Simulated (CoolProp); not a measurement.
Saturated liquid density (kg/m³) of carbon monoxide: the reference equation beside estimates from Tc = 132.9 K, pc = 3.498 MPa, ω = 0.050.

Model: reference Helmholtz-energy equation of state, Lemmon 2006, in CoolProp. It is a short technical equation, of lower accuracy than the large ones.

```json
[
 {"T (K)": "96.2", "reference": "725.1", "van der Waals": "495.4", "Redlich-Kwong": "714.7", "Soave-Redlich-Kwong": "714.0", "Peng-Robinson": "808.8"},
 {"T (K)": "99.8", "reference": "706.5", "van der Waals": "482.5", "Redlich-Kwong": "691.6", "Soave-Redlich-Kwong": "691.8", "Peng-Robinson": "783.9"},
 {"T (K)": "103.4", "reference": "686.8", "van der Waals": "468.8", "Redlich-Kwong": "667.0", "Soave-Redlich-Kwong": "___", "Peng-Robinson": "757.1"},
 {"T (K)": "107", "reference": "666.0", "van der Waals": "___", "Redlich-Kwong": "640.6", "Soave-Redlich-Kwong": "642.3", "Peng-Robinson": "___"},
 {"T (K)": "110.5", "reference": "644.2", "van der Waals": "438.9", "Redlich-Kwong": "___", "Soave-Redlich-Kwong": "615.2", "Peng-Robinson": "697.2"},
 {"T (K)": "114.1", "reference": "620.0", "van der Waals": "421.7", "Redlich-Kwong": "582.1", "Soave-Redlich-Kwong": "584.9", "Peng-Robinson": "662.3"},
 {"T (K)": "117.7", "reference": "593.4", "van der Waals": "402.8", "Redlich-Kwong": "548.1", "Soave-Redlich-Kwong": "551.2", "Peng-Robinson": "623.4"},
 {"T (K)": "121.3", "reference": "563.2", "van der Waals": "381.4", "Redlich-Kwong": "510.0", "Soave-Redlich-Kwong": "513.2", "Peng-Robinson": "579.0"}
]
```

### Question
Fill in the missing entries.

### Answer

- 103.4, Soave-Redlich-Kwong: 667.9
- 107, van der Waals: 454.2
- 107, Peng-Robinson: 728.1
- 110.5, Redlich-Kwong: 613.0

Absolute difference from the reference over all 8 rows, mean and median: van der Waals 31.9 and 31.8 %, Redlich-Kwong 4.8 and 4.3 %, Soave-Redlich-Kwong 4.5 and 4.0 %, Peng-Robinson 8.1 and 8.8 %.
